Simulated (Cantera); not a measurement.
Gas mixture: 22.1 % C2H4, 25.3 % N2, 21.1 % NH3, 31.5 % CH4, at 10.00 Torr, frozen composition.

Cantera's kinetic-theory transport with the Lennard-Jones parameters of GRI-Mech 3.0, ideal gas; thermal conductivity in the mixture-averaged form. Polar gases are described roughly by these parameters. The composition is frozen, though it would react at the higher temperatures.

D: mixture-averaged diffusion coefficient of that species in the mixture.

| T (K) | ρ (kg/m³) | cp (J/kg/K) | μ (µPa s) | λ (mW/m/K) | Pr | D (cm²/s) O | D (cm²/s) H2O | D (cm²/s) NH3 |
|---|---|---|---|---|---|---|---|---|
| 400 | 0.00879 | 1823 | 16.0 | 40.3 | 0.724 | 39.6 | 27.2 | 26.4 |
| 550 | 0.00639 | 2150 | 20.8 | 60.5 | 0.739 | 69.0 | 50.5 | 48.2 |
| 700 | 0.00502 | 2450 | 25.1 | 81.8 | 0.751 | 104 | 79.6 | 75.0 |
| 850 | 0.00414 | 2698 | [?] | [?] | 0.758 | [?] | [?] | [?] |
| 1000 | 0.00352 | 2928 | 32.7 | 125 | 0.768 | 191 | 153 | 141 |
| 1150 | 0.00306 | 3114 | [?] | [?] | 0.773 | [?] | [?] | [?] |

Q: Fill in the missing entries.

A: 
- 850, μ (µPa s): 29.0
- 850, λ (mW/m/K): 103
- 850, D (cm²/s) O: 145
- 850, D (cm²/s) H2O: 114
- 850, D (cm²/s) NH3: 106
- 1150, μ (µPa s): 36.1
- 1150, λ (mW/m/K): 145
- 1150, D (cm²/s) O: 241
- 1150, D (cm²/s) H2O: 196
- 1150, D (cm²/s) NH3: 180
